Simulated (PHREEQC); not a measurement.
A made-up water analysis in mg/L, 25 °C, pH 2.49, pe 8.1:

```tsv
constituent	mg/L
Na	370
K	100
Ca	937
Mg	7.68
Cl	896
S(6) as SO4	3380
Fe(3)	18.1
Al	230
Pb	34.6
N(5) as NO3	88
F	5.7
```

Cl is adjusted to close the charge balance.
Valence states are taken as typed.

The numbers come from PHREEQC with the ion-association model, wateq4f.dat.

This is a speciation only: nothing precipitates in the calculation.

Task: Predict the ionic strength.

Result: ionic strength 0.103 mol/kgw.

Task: In which forms is Na present?

Result: Na+ 97 %, NaSO4- 2.9 % of the Na.

Examples of supersaturated solids here: Anglesite, Jarosite-K. Others may be too. Fluoro complexes past AlF4- and FeF3 are missing from the database.
